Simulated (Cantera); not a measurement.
A Cantera script and its output.

```python
import numpy as np
import cantera as ct

gas = ct.Solution("gri30.yaml")
gas.TPX = 1575, 1900000, {'CH2O': 0.022, 'O2': 0.026, 'N2': 1}
reactor = ct.IdealGasConstPressureReactor(gas, energy="off", clone=False)
net = ct.ReactorNet([reactor])
net.rtol, net.atol = 1e-08, 1e-18
show = ['CH2O', 'O2', 'CO2', 'HO2', 'HCN', 'H2']
times = np.geomspace(8e-06, 10, 15)

steps = ct.SolutionArray(gas, extra=["t"])
rows = []
print(f"{'t/s':>10s}{'T/K':>9s}{'P/Pa':>11s}" + "".join(f"{s:>11s}" for s in show))
for t in times:
    while net.time < t:
        t_next = net.step()
        steps.append(gas.state, t=t_next)
    rows.append([np.interp(t, steps.t, y) for y in (steps.T, steps.P, *steps(*show).X.T)])
    print(f"{t:10.3e}{rows[-1][0]:9.1f}{rows[-1][1]:11.4g}" + "".join(f"{x:11.3e}" for x in rows[-1][2:]))
rate = np.gradient(steps.T, steps.t)
print("integrator steps:", len(steps.t))
if steps.T.max() > steps.T[0] + 200:
    print(f"time of steepest temperature rise: {steps.t[rate.argmax()]:.4e} s")
gas.TPX = 1575, 1900000, {'CH2O': 0.022, 'O2': 0.026, 'N2': 1}
gas.equilibrate("TP")
print(f"equilibrium (TP): T = {gas.T:.1f} K  " + "  ".join(f"{s} {gas[s].X[0]:.3e}" for s in show))
```

It prints:

```
       t/s      T/K       P/Pa       CH2O         O2        CO2        HO2        HCN         H2
 8.000e-06   1575.0    1.9e+06  9.562e-04  1.929e-02  5.393e-04  1.595e-04  3.654e-11  1.024e-02
 2.181e-05   1575.0    1.9e+06  8.834e-10  1.059e-02  7.304e-03  2.704e-05  4.284e-11  4.804e-04
 5.944e-05   1575.0    1.9e+06  1.967e-10  7.740e-03  1.308e-02  1.646e-05  1.748e-11  2.754e-04
 1.620e-04   1575.0    1.9e+06  2.288e-11  5.333e-03  1.795e-02  8.130e-06  7.484e-12  1.539e-04
 4.416e-04   1575.0    1.9e+06  6.747e-13  4.167e-03  2.027e-02  2.564e-06  2.672e-12  5.028e-05
 1.204e-03   1575.0    1.9e+06  9.065e-15  3.858e-03  2.089e-02  4.427e-07  7.893e-13  9.546e-06
 3.281e-03   1575.0    1.9e+06  1.273e-16  3.815e-03  2.098e-02  5.744e-08  2.113e-13  1.497e-06
 8.944e-03   1575.0    1.9e+06  5.791e-18  3.812e-03  2.099e-02  1.728e-08  4.095e-14  4.470e-07
 2.438e-02   1575.0    1.9e+06  3.552e-18  3.812e-03  2.099e-02  1.528e-08  5.368e-15  3.863e-07
 6.646e-02   1575.0    1.9e+06  3.548e-18  3.812e-03  2.099e-02  1.528e-08  1.260e-15  3.862e-07
 1.811e-01   1575.0    1.9e+06  3.548e-18  3.812e-03  2.099e-02  1.528e-08  3.660e-17  3.862e-07
 4.938e-01   1575.0    1.9e+06  3.548e-18  3.812e-03  2.099e-02  1.528e-08  1.797e-18  3.862e-07
 1.346e+00   1575.0    1.9e+06  3.549e-18  3.812e-03  2.099e-02  1.528e-08  1.741e-18  3.862e-07
 3.669e+00   1575.0    1.9e+06  3.549e-18  3.812e-03  2.099e-02  1.528e-08  1.733e-18  3.862e-07
 1.000e+01   1575.0    1.9e+06  3.549e-18  3.811e-03  2.099e-02  1.528e-08  1.711e-18  3.862e-07
integrator steps: 1760
equilibrium (TP): T = 1575.0 K  CH2O 3.669e-18  O2 3.687e-03  CO2 2.099e-02  HO2 1.490e-08  HCN 6.074e-19  H2 3.927e-07
```

Model: GRI-Mech 3.0 (53 species, 325 reactions), integrated in Cantera. The pressure lies above the range GRI-Mech 3.0 was tuned for (to about 10 atm). The temperature is held fixed by assumption; the heat of reaction is taken as removed at once.
